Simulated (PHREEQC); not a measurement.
## Polishing slurry liquid: speciation

A solution holds 0.16 mol K2CO3, 0.00018 mol KNO3 and 0.00065 mol CuSO4 per kg of water, at 50 °C. Closed to the air; pH follows from the charge balance.

Computed with PHREEQC (ion-association model, wateq4f.dat).

Precipitation was switched off in this run.

Q: What pH does the model give?

A: pH 10.94.

Q: In which forms is S present?

A: SO4-2 62 %, KSO4- 38 % of the S.

Saturation is exceeded, for instance for Cu(OH)2, Malachite; the values hold only as long as no solid forms. Away from 25 °C the constants follow the database's enthalpies or fits; those with neither stay at their 25 °C values. The database's constant for dissolved Cu(OH)2 is higher than later reviews accept.
